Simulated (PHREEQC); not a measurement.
Solution (25 °C): 0.019 mol/kgw H2S, 0.037 mol/kgw NaHCO3 and 0.0015 mol/kgw MnCl2. Closed to the air; pH follows from the charge balance.

Model: ion-association model, wateq4f.dat, run in PHREEQC.

- pH: 6.77
- ionic strength: 0.0392 mol/kgw
- total alkalinity: 37.0 meq/kg

```csv
species,molality,activity,log γ
Na+,0.0366,0.0307,-0.077
HCO3-,0.0270,0.0227,-0.075
H2S,0.0105,0.0106,0.004
CO2,0.00869,0.00877,0.004
HS-,0.00853,0.00706,-0.082
Cl-,0.00300,0.00248,-0.082
MnHCO3+,0.000744,0.000624,-0.076
Mn+2,0.000601,0.000308,-0.290
```

Precipitation was switched off in this run. The solution is supersaturated, for example in Rhodochrosite, so a real one may precipitate; this is no full list. The polysulfide entries of wateq4f.dat were taken out for this run.
